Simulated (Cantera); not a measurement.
What does this Cantera script print?

```python
import numpy as np
import cantera as ct

gas_names = [...]  # 58 gases of nasa_gas.yaml made of F, H, N, O, Si
cond_names = """
    H2O(s) H2O(L) Si(cr) Si(L) SiO2(Lqz) SiO2(hqz) SiO2(L) Si2N2O(s) Si3N4(a)
""".split()


# ... load() reads the species with a 1 bar reference pressure and builds the phases ...
atoms = {
    'SiF4': {'Si': 1, 'F': 4},
    'N2O': {'N': 2, 'O': 1},
    'H2': {'H': 2},
}
top_T = {'Si2N2O(s)': 2100, 'Si3N4(a)': 2400}  # K; cautious upper limits of use, not melting points


# ... equilibrate(T, P, feed) seeds the gas with the atoms and calls Mixture.equilibrate('TP', solver="vcs", rtol=1e-11, max_steps=5000) ...
results = []
feed = {'SiF4': 1, 'N2O': 2.4, 'H2': 47}  # mol
T = 2048.15  # K
for P in [5, 15, 45, 140, 410, 1200, 3700, 11000, 33000, 100000]:
    mix = equilibrate(T, P, feed)
    results.append((T, P, feed, dict(zip(mix.species_names, mix.species_moles))))

top = {s: max(r[3][s] / sum(r[3][g] for g in gas_names) for r in results) for s in gas_names}
cols = sorted((s for s in top if top[s] > 0.0001), key=lambda s: -top[s])[:8]
seen = [c for c in cond_names if any(r[3].get(c, 0) > 1e-12 for r in results)]
print("log10 of partial pressures in bar; condensed amounts in mol")
print(f"{'P/Pa':>10s}" + "".join(f"{s[:9]:>10s}" for s in cols + seen))
for T, P, feed, n in results:
    ng = sum(n[g] for g in gas_names)
    print(f"{P:10.4g}" + "".join(f"{np.log10(max(n[s] / ng * P / 1e5, 1e-99)):10.3f}" for s in cols)
          + "".join(f"{n.get(c, 0):10.4g}" for c in seen))
```

It prints:

```
log10 of partial pressures in bar; condensed amounts in mol
      P/Pa        H2         H        HF        N2       H2O       SiO        OH      SiF4   SiO2(L)
         5    -4.518    -4.909    -5.476    -5.698    -5.956    -6.078    -7.310   -15.998         0
        15    -3.983    -4.641    -4.976    -5.198    -5.444    -5.578    -7.064   -14.545         0
        45    -3.473    -4.386    -4.484    -4.706    -4.947    -5.087    -6.823   -13.096         0
       140    -2.960    -4.129    -3.983    -4.205    -4.442    -4.585    -6.575   -11.605         0
       410    -2.482    -3.891    -3.511    -3.733    -3.969    -4.114    -6.340   -10.198         0
      1200    -2.010    -3.654    -3.042    -3.264    -3.499    -3.644    -6.107    -8.795         0
      3700    -1.517    -3.408    -2.552    -2.773    -3.008    -3.154    -5.862    -7.326         0
   1.1e+04    -1.041    -3.170    -2.078    -2.299    -2.533    -2.681    -5.624    -5.910         0
   3.3e+04    -0.560    -2.929    -1.603    -1.820    -2.101    -2.283    -5.434    -4.524    0.1586
     1e+05    -0.069    -2.684    -1.132    -1.334    -1.765    -2.129    -5.342    -3.314    0.5621
```

Method: chemical equilibrium by Gibbs-energy minimisation in Cantera with the NASA 1993 tables (ideal gas, pure condensed phases). The tables' values for SiF3, SiF2 are old estimates; treat these amounts as uncertain. The tables hold silica as quartz up to 1696 K and as liquid above; real silica turns to tridymite and cristobalite and melts near 1996 K. Gases not in the tables: Si(OH)4.
